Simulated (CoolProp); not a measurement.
R123 at several states: Z from the reference equation and from simpler models built on Tc = 183.7 °C, pc = 3662 kPa, ω = 0.282; each cubic takes its own stable root.

The numbers come from the reference Helmholtz-energy equation of state, Younglove 1994 in CoolProp. It is a modified Benedict-Webb-Rubin equation, recast in Helmholtz form.

```json
[
 {"T (°C)": "48.75", "p (kPa)": "17.4", "phase": "gas", "reference": "0.9944", "van der Waals": "0.9968", "Redlich-Kwong": "0.9957", "Soave-Redlich-Kwong": "0.9952"},
 {"T (°C)": "178.85", "p (kPa)": "2810", "phase": "gas", "reference": "0.6256", "van der Waals": "0.6799", "Redlich-Kwong": "0.6418", "Soave-Redlich-Kwong": "0.6379"},
 {"T (°C)": "-13.85", "p (kPa)": "17.2", "phase": "liquid", "reference": "0.0007825", "van der Waals": "0.9949", "Redlich-Kwong": "0.9924", "Soave-Redlich-Kwong": "0.0008629"},
 {"T (°C)": "98.55", "p (kPa)": "448", "phase": "gas", "reference": "0.9060", "van der Waals": "0.9373", "Redlich-Kwong": "0.9205", "Soave-Redlich-Kwong": "0.9133"},
 {"T (°C)": "-100.05", "p (kPa)": "13.8", "phase": "liquid", "reference": "0.0008357", "van der Waals": "0.001427", "Redlich-Kwong": "0.0009572", "Soave-Redlich-Kwong": "0.0009453"},
 {"T (°C)": "210.95", "p (kPa)": "14.9", "phase": "gas", "reference": "0.9989", "van der Waals": "0.9990", "Redlich-Kwong": "0.9988", "Soave-Redlich-Kwong": "0.9989"}
]
```

At some of these states van der Waals, Redlich-Kwong gives the other phase, because its saturation line lies elsewhere.
